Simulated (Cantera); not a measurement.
# Equilibrium for abatement and gas-phase synthesis: CS2 + H2O + O2 + SO2

A closed system holds: 1 mol CS2, 0.18 mol H2O, 0.096 mol O2, 0.061 mol SO2, equilibrated at 2700 Torr.

Cantera equilibrium calculation (NASA polynomials, part measured and part estimated; ideal gas, pure solids and liquids). Candidate condensed phases: C, C6H6, C7H8, C8H18, H2O, H2SO4, S; 123 gas species. Gases not in the tables: S3 to S7. Kinetics and transport are ignored.

From 823 K to 2223 K nothing is condensed. The main C-bearing gas is CS2 at 823 K and CO at 2223 K.

```tsv
T (K)	log p CS2	log p S2	log p CO	log p COS	log p H2S	log p H2	log p CO2	log p CS	log p S8	log p SH
823	0.20	-0.67	-1.31	0.01	-0.30	-3.10	-0.80	-9.42	-1.08	-5.81
1023	0.14	-0.21	-0.54	-0.12	-0.35	-2.27	-1.00	-6.91	-4.11	-4.24
1223	0.09	-0.09	-0.14	-0.41	-0.40	-1.63	-1.53	-5.14	-6.87	-3.24
1423	0.06	-0.03	-0.02	-0.79	-0.47	-1.18	-2.27	-3.86	-8.93	-2.54
1623	0.05	-0.01	0.01	-1.14	-0.58	-0.89	-2.96	-2.88	-10.53	-2.04
1823	0.04	0.01	0.02	-1.43	-0.72	-0.72	-3.53	-2.11	<-11	-1.69
2023	0.02	0.02	0.02	-1.67	-0.88	-0.63	-3.99	-1.51	<-11	-1.43
2223	-0.01	0.03	0.01	-1.86	-1.04	-0.59	-4.35	-1.04	<-11	-1.23
```
log p: log10 of the partial pressure in bar; nothing condenses.
